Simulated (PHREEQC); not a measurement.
# Copper plating or etch bath (model solution)

Consider water at 25 °C with 28 mmol/kgw Cu(NO3)2, 1.1 mmol/kgw HBF4 and 100 mmol/kgw H3BO3. Closed to the air; pH follows from the charge balance.

All values are PHREEQC results (ion-association model, phreeqc.dat), not measurements.

This is a speciation only: nothing precipitates in the calculation.

**Question.** Estimate the pH.

**Answer.** pH 2.86.

**Question.** In which forms is F present?

**Answer.** BF4- 34 %, BF2(OH)2- 26 %, BF3OH- 17 %, HF 13 %, F- 8.1 %, CuF+ 1.7 % of the F.

Complexes and solids missing from the database can't appear. Real BF4- forms and hydrolyses slowly; the run takes it at equilibrium.
